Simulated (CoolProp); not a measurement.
Vapour-liquid equilibrium of propane (1) + isobutane (2) at 0.0857 MPa; x and y are mole fractions of (1).

Model: multi-fluid Helmholtz-energy mixture model, Lemmon 2009 and Bücker 2006; pair parameters Kunz 2012, in CoolProp.

| x | bubble temperature (K) | y at the bubble point | dew temperature at overall composition x (K) | liquid density (mol/L) |
|---|---|---|---|---|
| 0.05 | 254.5 | 0.145 | 256.3 | 10.44 |
| 0.125 | 251.0 | 0.317 | 254.9 | 10.65 |
| 0.2 | 247.9 | 0.452 | 253.5 | 10.86 |
| 0.275 | 245.1 | 0.559 | 251.9 | 11.07 |
| 0.35 | 242.6 | 0.646 | 250.3 | 11.28 |
| 0.425 | 240.3 | 0.717 | 248.5 | 11.49 |
| 0.5 | 238.2 | 0.777 | 246.7 | 11.71 |
| 0.575 | 236.2 | 0.828 | 244.7 | 11.93 |
| 0.65 | 234.4 | 0.871 | 242.5 | 12.16 |
| 0.725 | 232.7 | 0.907 | 240.0 | 12.38 |
| 0.8 | 231.1 | 0.938 | 237.3 | 12.62 |
| 0.875 | 229.6 | 0.965 | 234.2 | 12.86 |
| 0.95 | 228.2 | 0.987 | 230.4 | 13.10 |

No azeotrope shows between x = 0.05 and 0.95.

Pair parameters are fitted to limited data, so mixtures are less certain than the pure fluids.
